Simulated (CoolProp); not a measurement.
Vapour-liquid equilibrium of carbon dioxide (1) + R125 (2) at 243.2 K; x and y are mole fractions of (1).

Computed with CoolProp (multi-fluid Helmholtz-energy mixture model, Span 1996 and Lemmon 2005; pair parameters Bell 2016).

| x | bubble pressure (MPa) | y at the bubble point | dew pressure at overall composition x (MPa) | liquid density (mol/L) |
|---|---|---|---|---|
| 0.05 | 0.3039 | 0.268 | 0.2397 | 12.37 |
| 0.2 | 0.5233 | 0.617 | 0.2807 | 13.44 |
| 0.35 | 0.7210 | 0.756 | 0.3376 | (withheld) |
| 0.5 | 0.8955 | (withheld) | 0.4223 | 16.17 |
| 0.65 | 1.055 | (withheld) | 0.5601 | 17.98 |
| 0.8 | 1.210 | 0.936 | 0.8116 | 20.27 |
| 0.95 | 1.373 | 0.983 | 1.257 | 23.24 |

Problem. Complete the blanks.

Solution. 
- 0.35, liquid density (mol/L): 14.68
- 0.5, y at the bubble point: 0.834
- 0.65, y at the bubble point: 0.889

No azeotrope shows between x = 0.05 and 0.95.

The pair parameters rest on a limited set of measurements; away from them the model extrapolates.
